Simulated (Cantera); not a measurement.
A closed system holds: 1 mol Cu, 2.5 mol F2, equilibrated at 873.15 K and 0.00830 bar.

These are equilibrium values from Cantera (NASA tables, ideal gas, pure condensed phases), not measurements of a reactor. Candidate condensed phases: Cu, CuF2; 6 gas species. Equilibrium is a limit: real reactors are often held back by kinetics, nucleation or transport.

Base state: F2 0.775, F 0.225, CuF2 1.68e-5 (mole fractions); condensed: CuF2(s).

What changes in the equilibrium state with this change: pressure from 0.00830 bar to 0.410 bar?


```tsv
species	before	after
F2	0.775	0.964
F	0.225	0.0358
CuF2	1.68e-5	3.40e-7
CuF2(s), mol	1.000	1.000
```
